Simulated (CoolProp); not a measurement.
Propylene along the isotherm 27.25 °C: Z from the reference equation and from simpler models built on Tc = 91.1 °C, pc = 4.555 MPa, ω = 0.146; each cubic takes its own stable root.

The numbers come from the reference Helmholtz-energy equation of state, Lemmon 2013 in CoolProp.

```json
[
 {"p (MPa)": "1.63", "phase": "liquid", "reference": "0.05451"},
 {"p (MPa)": "3.25", "phase": "liquid", "reference": "0.1075"},
 {"p (MPa)": "4.88", "phase": "liquid", "reference": "0.1599"},
 {"p (MPa)": "6.51", "phase": "liquid", "reference": "0.2114"},
 {"p (MPa)": "8.13", "phase": "liquid", "reference": "0.2619"},
 {"p (MPa)": "9.76", "phase": "liquid", "reference": "0.3121"},
 {"p (MPa)": "11.4", "phase": "liquid", "reference": "0.3620"},
 {"p (MPa)": "13", "phase": "liquid", "reference": "0.4102"},
 {"p (MPa)": "14.6", "phase": "liquid", "reference": "0.4579"},
 {"p (MPa)": "16.3", "phase": "liquid", "reference": "0.5082"},
 {"p (MPa)": "17.9", "phase": "liquid", "reference": "0.5550"},
 {"p (MPa)": "19.5", "phase": "liquid", "reference": "0.6015"},
 {"p (MPa)": "21.1", "phase": "liquid", "reference": "0.6477"},
 {"p (MPa)": "22.8", "phase": "liquid", "reference": "0.6964"}
]
```

### Question
How far does each simpler model (van der Waals, Redlich-Kwong, Peng-Robinson) lie from the reference over these 14 states: mean and median of the absolute difference, and the worst?

### Answer
- van der Waals: mean 141.6 %, median 47.4 %, worst +1356.2 % at 27.25 °C and 1.63 MPa
- Redlich-Kwong: mean 8.6 %, median 8.1 %, worst +13.4 % at 27.25 °C and 1.63 MPa
- Peng-Robinson: mean 5.1 %, median 5.4 %, worst -6.5 % at 27.25 °C and 22.8 MPa

At some of these states van der Waals gives the other phase, because its saturation line lies elsewhere.
